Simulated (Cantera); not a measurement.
Feed: 1 mol CH₃SiCl₃, 0.038 mol CH₄, 270 mol H₂, held at 9.00 Torr.

These are equilibrium values from Cantera (NASA tables, ideal gas, pure condensed phases), not measurements of a reactor. Candidate condensed phases: C, C₆H₆, C₇H₈, C₈H₁₈, Si, SiC; 109 gas species. The feed counts by its element totals alone. Equilibrium is a limit: real reactors are often held back by kinetics, nucleation or transport.

### Question
At 1648 K, list the 5 most abundant gas species with their mole fractions, and the condensed phases.

### Answer
H₂ 0.988, HCl 0.0110, H 0.000808, C₂H₂ (acetylene) 4.42e-5, CH₄ 1.57e-5. Condensed: C(graphite) + SiC(s).
